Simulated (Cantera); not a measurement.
What does this Cantera script print?

```python
import numpy as np
import cantera as ct

gas_names = [...]  # 127 gases of nasa_gas.yaml made of C, Fe, H, O, S
cond_names = """
    C(gr) C6H6(L) C7H8(L) C8H18(L),n-octa Fe(a) Fe(c) Fe(d) Fe(L) FeC5O5(L) FeO(s) FeO(L) Fe(OH)2(s)
    Fe(OH)3(s) FeS(a) FeS(b) FeS(c) FeS(L) FeSO4(s) FeS2(s) Fe2O3(s) Fe2S3O12(s) Fe3O4(s) H2O(s) H2O(L)
    H2SO4(L) S(cr1) S(cr2) S(L)
""".split()


# ... load() reads the species with a 1 bar reference pressure and builds the phases ...
atoms = {
    'FeS2': {'Fe': 1, 'S': 2},
    'H2S': {'H': 2, 'S': 1},
    'CO2': {'C': 1, 'O': 2},
}
top_T = {'C(gr)': 4500, 'FeSO4(s)': 950, 'FeS2(s)': 1010, 'Fe2O3(s)': 1830, 'Fe2S3O12(s)': 1100, 'Fe3O4(s)': 1870}  # K; cautious upper limits of use, not melting points


# ... equilibrate(T, P, feed) seeds the gas with the atoms and calls Mixture.equilibrate('TP', solver="vcs", rtol=1e-11, max_steps=5000) ...
results = []
feed = {'FeS2': 1, 'H2S': 4.1, 'CO2': 1.8}  # mol
T = 1373.15  # K
for P in [1000, 4600, 21000, 96000, 440000, 2000000]:
    mix = equilibrate(T, P, feed)
    results.append((T, P, feed, dict(zip(mix.species_names, mix.species_moles))))

top = {s: max(r[3][s] / sum(r[3][g] for g in gas_names) for r in results) for s in gas_names}
cols = sorted((s for s in top if top[s] > 0.0001), key=lambda s: -top[s])[:5]
seen = [c for c in cond_names if any(r[3].get(c, 0) > 1e-12 for r in results)]
print("log10 of partial pressures in bar; condensed amounts in mol")
print(f"{'P/Pa':>10s}" + "".join(f"{s[:9]:>10s}" for s in cols + seen))
for T, P, feed, n in results:
    ng = sum(n[g] for g in gas_names)
    print(f"{P:10.4g}" + "".join(f"{np.log10(max(n[s] / ng * P / 1e5, 1e-99)):10.3f}" for s in cols)
          + "".join(f"{n.get(c, 0):10.4g}" for c in seen))
```

Output:

```
log10 of partial pressures in bar; condensed amounts in mol
      P/Pa       H2S        S2        H2        CO       H2O    FeS(c)
      1000    -3.038    -2.575    -2.603    -2.777    -2.782         1
      4600    -2.150    -1.949    -2.027    -2.127    -2.123         1
   2.1e+04    -1.314    -1.342    -1.495    -1.493    -1.477         1
   9.6e+04    -0.526    -0.746    -1.004    -0.881    -0.843         1
   4.4e+05     0.225    -0.156    -0.548    -0.297    -0.220         1
     2e+06     0.944     0.428    -0.122     0.247     0.392         1
```

These are equilibrium values from Cantera (NASA tables, ideal gas, pure condensed phases), not measurements of a reactor. FeS: taken at fixed stoichiometry.
